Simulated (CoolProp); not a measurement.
A simple Rankine cycle with R21: condensing at 298.15 K, boiler at 1.4 MPa, turbine inlet 390.8 K, turbine efficiency 0.6, pump efficiency 0.8, no recuperator. Each further row changes one setting.

Computed with CoolProp (reference Helmholtz-energy equation of state, Platzer 1990). This equation is an older, rougher fit; its heat capacities, sound speeds and derivatives of the liquid may be far off and weren't checked against measurements.

| case | thermal efficiency (%) | net work (kJ/kg) | heat in (kJ/kg) | turbine exit temperature (K) | volume ratio over the turbine |
|---|---|---|---|---|---|
| as stated | 10.5 | 28.6 | 273 | 320.2 | 7.32 |
| turbine inlet 410.8 K | 10.7 | [?] | [?] | 341.8 | [?] |
| condensing temperature 290.15 K | 11.5 | 32.3 | 282 | 312.9 | 9.56 |
| boiler pressure 0.98 MPa | 9.1 | 25.5 | 280 | 335.9 | 5.05 |
| turbine efficiency 0.5 | 8.7 | 23.7 | 273 | 327.8 | 7.52 |

Q: What belongs in the gaps?

A: 
- turbine inlet 410.8 K, net work (kJ/kg): 31.1
- turbine inlet 410.8 K, heat in (kJ/kg): 290
- turbine inlet 410.8 K, volume ratio over the turbine: 7.21
